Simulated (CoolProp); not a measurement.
Vapour pressure (MPa) of dimethyl ether: the reference equation beside estimates from Tc = 400.4 K, pc = 5.337 MPa, ω = 0.196. Clausius-Clapeyron is anchored at 273.5 K with a constant enthalpy of vaporisation of 20.02 kJ/mol.

The numbers come from the reference Helmholtz-energy equation of state, Wu 2011 in CoolProp.

```
T (K)  reference  Lee-Kesler  Clausius-Clapeyron  van der Waals  Redlich-Kwong  Soave-Redlich-Kwong  Peng-Robinson
-----  ---------  ----------  ------------------  -------------  -------------  -------------------  -------------
231.2    0.04499     0.04398             0.05392         0.3703        0.07224              0.04439        0.04572
241.7    0.07510     0.07385             0.08477         0.4802         0.1165              0.07428        0.07576
252.3     0.1199      0.1185              0.1288         0.6118         0.1796               0.1189         0.1203
262.9     0.1833      0.1822              0.1893         0.7656         0.2655               0.1823         0.1832
273.5     0.2700      0.2694              0.2700         0.9433         0.3784               0.2694         0.2693
284       0.3837      0.3842              0.3738          1.144         0.5213               0.3841         0.3824
294.6     0.5320      0.5340              0.5071          1.373         0.7012               0.5343         0.5303
305.2     0.7197      0.7235              0.6736          1.630         0.9213               0.7250         0.7178
315.7     0.9501      0.9558              0.8757          1.913          1.183               0.9599         0.9490
326.3      1.234       1.241               1.122          2.228          1.495                1.250          1.235
336.9      1.576       1.585               1.415          2.574          1.860                1.600          1.580
347.5      1.983       1.993               1.760          2.952          2.281                2.016          1.993
```

Absolute difference from the reference over all 12 rows, mean and median: Lee-Kesler 0.8 and 0.6 %, Clausius-Clapeyron 8.0 and 7.6 %, van der Waals 251.4 and 178.1 %, Redlich-Kwong 35.4 and 33.8 %, Soave-Redlich-Kwong 0.9 and 0.9 %, Peng-Robinson 0.4 and 0.3 %.
